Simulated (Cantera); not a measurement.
**Thermodynamics of tantalum, niobium, vanadium and zirconium in process gases, feed Ta + O2 + H2**

A closed system holds: 1 mol Ta, 0.07 mol O2, 35 mol H2, equilibrated at 9.50 Pa.

Cantera equilibrium calculation (NASA polynomials, part measured and part estimated; ideal gas, pure solids and liquids). Candidate condensed phases: H2O, Ta, Ta2O5; 12 gas species. Mutual solubility and eutectic melting of coexisting phases are not modelled. Condensed phases not in the tables: N, O or C dissolved in the metal. Equilibrium is a limit: real reactors are often held back by kinetics, nucleation or transport.

| T (K) | log p H2 | log p H | log p TaO | log p TaO2 | log p H2O | n Ta(s) | n Ta2O5(s) |
|---|---|---|---|---|---|---|---|
| 800 | -4.02 | -13.55 | <-16 | <-16 | -12.81 | 0.944 | 0.0280 |
| 1000 | -4.02 | -10.66 | <-16 | <-16 | -10.73 | 0.944 | 0.0280 |
| 1200 | -4.02 | -8.72 | <-16 | <-16 | -9.38 | 0.944 | 0.0280 |
| 1400 | -4.02 | -7.32 | -13.20 | -12.55 | -8.43 | 0.945 | 0.0277 |
| 1600 | -4.02 | -6.28 | -10.48 | -9.79 | -7.73 | 0.947 | 0.0266 |
| 1800 | -4.04 | -5.47 | -8.37 | -7.66 | -7.20 | 0.951 | 0.0197 |
| 2000 | -4.10 | -4.84 | -7.17 | -6.93 | -7.31 | 0.927 | 0 |
| 2200 | -4.27 | -4.38 | -6.70 | -7.35 | -8.04 | 0.886 | 0 |
| 2400 | -4.67 | -4.13 | -6.65 | -8.38 | -9.23 | 0.863 | 0 |
| 2600 | -5.27 | -4.05 | -6.70 | -9.43 | -10.59 | 0.858 | 0 |
| 2800 | -5.88 | -4.03 | -6.72 | -10.29 | -11.84 | 0.818 | 0 |
log p: log10 of the partial pressure in bar; n: condensed amount in mol.

From 800 K to 1800 K the condensed part is Ta(s) + Ta2O5(s). From 2000 K to 2800 K the condensed part is Ta(s).
